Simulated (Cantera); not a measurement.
Thermodynamics of calcination and drying, feed CaCO3 + H2O + CO2

Feed: 1 mol CaCO3, 3.6 mol H2O, 0.047 mol CO2, at 100 Torr.

Equilibrium computed with Cantera from the NASA thermochemical tables; the gas is ideal and each condensed phase is pure. Candidate condensed phases: C, C6H6, C7H8, C8H18, Ca, CaCO3, CaO, Ca(OH)2, H2O; 115 gas species. The numbers say what is thermodynamically allowed, not how fast it happens.

At 577 °C the condensed part is CaCO3(calcite). From 727 °C to 1927 °C the condensed part is CaO(s).

| T (°C) | x H2O | x CO2 | x CO | x O2 | x H2 | x OH | x H | n CaCO3(calcite) | n CaO(s) |
|---|---|---|---|---|---|---|---|---|---|
| 577 | 0.987 | 0.0129 | 6.23e-11 | 7.25e-9 | 1.46e-8 | 2.60e-10 | <1e-12 | 1.00 | 0 |
| 727 | 0.775 | 0.225 | 7.85e-8 | 2.29e-7 | 3.88e-7 | 1.71e-8 | 3.87e-12 | 0 | 1.00 |
| 877 | 0.775 | 0.225 | 1.74e-6 | 3.28e-6 | 5.03e-6 | 4.27e-7 | 4.58e-10 | 0 | 1.00 |
| 1027 | 0.775 | 0.225 | 1.85e-5 | 2.60e-5 | 3.61e-5 | 5.10e-6 | 1.82e-8 | 0 | 1.00 |
| 1177 | 0.774 | 0.225 | 0.000119 | 0.000136 | 0.000172 | 3.67e-5 | 3.40e-7 | 0 | 1.000 |
| 1327 | 0.774 | 0.225 | 0.000534 | 0.000528 | 0.000612 | 0.000182 | 3.68e-6 | 0 | 1.000 |
| 1477 | 0.771 | 0.223 | 0.00183 | 0.00162 | 0.00175 | 0.000688 | 2.66e-5 | 0 | 1.000 |
| 1627 | 0.765 | 0.219 | 0.00510 | 0.00415 | 0.00424 | 0.00210 | 0.000141 | 0 | 1.000 |
| 1777 | 0.753 | 0.211 | 0.0120 | 0.00916 | 0.00899 | 0.00539 | 0.000589 | 0 | 0.999 |
| 1927 | 0.730 | 0.195 | 0.0242 | 0.0177 | 0.0171 | 0.0120 | 0.00202 | 0 | 0.998 |
x: gas mole fraction; n: condensed amount in mol.
